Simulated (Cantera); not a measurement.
MgO + C + H2 (sublimation and decomposition of ceramics)

Charge: 1 mol MgO, 0.073 mol C, 1.2 mol H2, at 1325 °C.

Cantera equilibrium calculation (NASA polynomials, part measured and part estimated; ideal gas, pure solids and liquids). Candidate condensed phases: C, C6H6, C7H8, C8H18, H2O, Mg, MgCO3, MgO, Mg(OH)2; 116 gas species. The tables' values for MgH are old estimates; treat these amounts as uncertain. Rates play no part.

From 1.00 Pa to 5600 Pa the condensed part is MgO(s). From 32000 Pa to 1000000 Pa the condensed part is C(graphite) + MgO(s). The main Mg-bearing gas is Mg throughout. The share of Mg in condensed phases is highest at 1000000 Pa (100.0 %) and lowest at 1.00 Pa (90.8 %).

```tsv
P (Pa)	x H2	x Mg	x CO	x CH4	x H	x H2O	n MgO(s)	n C(graphite)
1	0.851	0.0671	0.0528	<1e-12	0.0155	0.0138	0.908	0
5.60	0.879	0.0569	0.0538	<1e-12	0.00668	0.00299	0.923	0
32	0.888	0.0547	0.0541	1.03e-11	0.00281	0.000550	0.926	0
180	0.890	0.0543	0.0542	1.82e-9	0.00119	9.88e-5	0.927	0
1000	0.891	0.0542	0.0542	3.13e-7	0.000503	1.78e-5	0.927	0
5600	0.891	0.0540	0.0542	5.48e-5	0.000213	3.20e-6	0.927	0
32000	0.977	0.0109	0.0110	0.000503	9.32e-5	3.04e-6	0.987	0.0589
180000	0.993	0.00193	0.00196	0.00292	3.96e-5	3.10e-6	0.998	0.0671
1000000	0.983	0.000346	0.000355	0.0159	1.67e-5	3.09e-6	1.000	0.0536
```
x: gas mole fraction; n: condensed amount in mol.
